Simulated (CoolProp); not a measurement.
Saturation properties of trans-2-butene (Tc = 428.6 K, pc = 4.019 MPa, ω = 0.210).

Model: reference Helmholtz-energy equation of state, Lemmon 2005, in CoolProp. It is a short technical equation, of lower accuracy than the large ones.

```json
[
 {"T (K)": "302.5", "p (MPa)": "0.2680", "liquid density (kg/m³)": "593.3", "enthalpy of vaporisation (kJ/kg)": "376.8", "surface tension (mN/m)": "12.6"},
 {"T (K)": "308.6", "p (MPa)": "0.3216", "liquid density (kg/m³)": "585.8", "enthalpy of vaporisation (kJ/kg)": "370.1", "surface tension (mN/m)": "11.8"},
 {"T (K)": "314.6", "p (MPa)": "0.3819", "liquid density (kg/m³)": "?", "enthalpy of vaporisation (kJ/kg)": "363.3", "surface tension (mN/m)": "11.1"},
 {"T (K)": "320.7", "p (MPa)": "0.4516", "liquid density (kg/m³)": "?", "enthalpy of vaporisation (kJ/kg)": "356.1", "surface tension (mN/m)": "10.4"},
 {"T (K)": "326.7", "p (MPa)": "0.5291", "liquid density (kg/m³)": "562.5", "enthalpy of vaporisation (kJ/kg)": "348.7", "surface tension (mN/m)": "9.71"},
 {"T (K)": "332.7", "p (MPa)": "0.6161", "liquid density (kg/m³)": "554.3", "enthalpy of vaporisation (kJ/kg)": "341.0", "surface tension (mN/m)": "9.03"},
 {"T (K)": "338.8", "p (MPa)": "0.7150", "liquid density (kg/m³)": "545.8", "enthalpy of vaporisation (kJ/kg)": "332.8", "surface tension (mN/m)": "8.34"},
 {"T (K)": "344.8", "p (MPa)": "0.8233", "liquid density (kg/m³)": "537.0", "enthalpy of vaporisation (kJ/kg)": "324.3", "surface tension (mN/m)": "7.68"},
 {"T (K)": "350.8", "p (MPa)": "0.9434", "liquid density (kg/m³)": "528.0", "enthalpy of vaporisation (kJ/kg)": "315.4", "surface tension (mN/m)": "?"},
 {"T (K)": "356.9", "p (MPa)": "?", "liquid density (kg/m³)": "518.5", "enthalpy of vaporisation (kJ/kg)": "?", "surface tension (mN/m)": "6.37"},
 {"T (K)": "362.9", "p (MPa)": "1.225", "liquid density (kg/m³)": "508.7", "enthalpy of vaporisation (kJ/kg)": "?", "surface tension (mN/m)": "5.74"}
]
```

Complete the blanks.


- 314.6, liquid density (kg/m³): 578.3
- 320.7, liquid density (kg/m³): 570.4
- 350.8, surface tension (mN/m): 7.03
- 356.9, p (MPa): 1.078
- 356.9, enthalpy of vaporisation (kJ/kg): 305.8
- 362.9, enthalpy of vaporisation (kJ/kg): 295.8

It boils at 274.0 K under 1 atm.

Surface tension comes from a separate correlation (Mulero 2014).
